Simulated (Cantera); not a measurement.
Feed: 1 mol FeS, 0.062 mol SO₃, a varied amount of H₂O, 1.3 mol H₂S, held at 1573 K and 0.0390 bar.

Method: chemical equilibrium by Gibbs-energy minimisation in Cantera with the NASA 1993 tables (ideal gas, pure condensed phases). Candidate condensed phases: Fe, FeO, Fe(OH)₂, Fe(OH)₃, FeS, FeSO₄, FeS₂, Fe₂O₃, Fe₂(SO₄)₃, Fe₃O₄, H₂O, H₂SO₄, S; 22 gas species. Metal and sulfide melt together well below either melting point, which pure phases cannot show. Mutual solubility and eutectic melting of coexisting phases are not modelled. The tables' stoichiometric FeO is somewhat more stable than real wüstite, so its field is too wide. FeO, FeS: taken at fixed stoichiometry. Equilibrium is a limit: real reactors are often held back by kinetics, nucleation or transport.

Problem. Which condensed phases are stable at each of these points (n(H₂O) (mol)): 0.78, 1, 1.3, 1.8, 2.3, 3.1, 4, 5.3, 6.9, 9.1?

Solution. 
```
n(H₂O) (mol)  condensed phases  Fe condensed (%)
------------  ----------------  ----------------
0.78                    FeS(l)             100.0
1                       FeS(l)             100.0
1.3                     FeS(l)             100.0
1.8                     FeS(l)             100.0
2.3                     FeS(l)             100.0
3.1                     FeS(l)             100.0
4                       FeS(l)             100.0
5.3                     FeS(l)             100.0
6.9            FeO(s) + FeS(l)             100.0
9.1            FeO(s) + FeS(l)             100.0
```

From 0.78 mol H₂O to 5.3 mol H₂O the condensed part is FeS(l). From 6.9 mol H₂O to 9.1 mol H₂O the condensed part is FeO(s) + FeS(l).
